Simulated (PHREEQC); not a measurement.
Solution (25 °C): 0.009 mol/kgw FeCl3 and 0.073 mol/kgw NaCl. Closed to the air; pH follows from the charge balance.

The numbers come from PHREEQC with the ion-association model, wateq4f.dat.

- pH = 2.46
- ionic strength = 0.114 mol/kgw
- total alkalinity = -18.0 meq/kg

| species | molality | activity | log γ |
|---|---|---|---|
| Cl- | 0.0969 | 0.0731 | -0.122 |
| Na+ | 0.0730 | 0.0566 | -0.111 |
| H+ | 0.00423 | 0.00347 | -0.086 |
| FeCl+2 | 0.00234 | 0.000843 | -0.443 |
| Fe+3 | 0.00228 | 0.000382 | -0.776 |
| FeOH+2 | 0.00197 | 0.000708 | -0.443 |

Precipitation was switched off in this run. Saturation is exceeded, for instance for Hematite (slow to form), Goethite (slow to form); the values hold only as long as no solid forms. Species that the database lacks are ignored.
